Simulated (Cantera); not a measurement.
An adiabatic, constant-pressure homogeneous reactor starts with CH4 : C2H6 : O2 : N2 = 1 : 0.092 : 6.83 : 25.7 (molar parts), equivalence ratio 0.34, at 1448 K and 9.87 atm. Integrator tolerance rtol = 1e-08.

Detailed kinetics in Cantera: GRI-Mech 3.0 (53 species, 325 reactions).

Task: What does this change do: O2 6.83 to 3.6 parts?

Result: 
| quantity | before | after |
|---|---|---|
| time of steepest temperature rise | 82.1 µs | 0.143 ms |
| temperature at 5.00 s | 2156 K | 2235 K |
| equilibrium temperature | 2156 K | 2235 K |
| x(CH4) at 5.00 s | <1e-12 (gas-phase equilibrium <1e-12) | <1e-12 (gas-phase equilibrium <1e-12) |
| x(C2H6) at 5.00 s | <1e-12 (gas-phase equilibrium <1e-12) | <1e-12 (gas-phase equilibrium <1e-12) |
| x(O2) at 5.00 s | 0.129 (gas-phase equilibrium 0.129) | 0.0387 (gas-phase equilibrium 0.0387) |
| x(NO) at 5.00 s | 0.00880 (gas-phase equilibrium 0.00880) | 0.00607 (gas-phase equilibrium 0.00607) |
| x(CH2) at 5.00 s | <1e-12 (gas-phase equilibrium <1e-12) | <1e-12 (gas-phase equilibrium <1e-12) |

Task: What does this change do: CH4 1 to 1.6 parts?

Result: 
```json
[
 {"quantity": "time of steepest temperature rise", "before": "82.1 µs", "after": "0.112 ms"},
 {"quantity": "temperature at 5.00 s", "before": "2156 K", "after": "2441 K"},
 {"quantity": "equilibrium temperature", "before": "2156 K", "after": "2441 K"},
 {"quantity": "x(CH4) at 5.00 s", "before": "<1e-12 (gas-phase equilibrium <1e-12)", "after": "<1e-12 (gas-phase equilibrium <1e-12)"},
 {"quantity": "x(C2H6) at 5.00 s", "before": "<1e-12 (gas-phase equilibrium <1e-12)", "after": "<1e-12 (gas-phase equilibrium <1e-12)"},
 {"quantity": "x(O2) at 5.00 s", "before": "0.129 (gas-phase equilibrium 0.129)", "after": "0.0888 (gas-phase equilibrium 0.0888)"},
 {"quantity": "x(NO) at 5.00 s", "before": "0.00880 (gas-phase equilibrium 0.00880)", "after": "0.0131 (gas-phase equilibrium 0.0131)"},
 {"quantity": "x(CH2) at 5.00 s", "before": "<1e-12 (gas-phase equilibrium <1e-12)", "after": "<1e-12 (gas-phase equilibrium <1e-12)"}
]
```
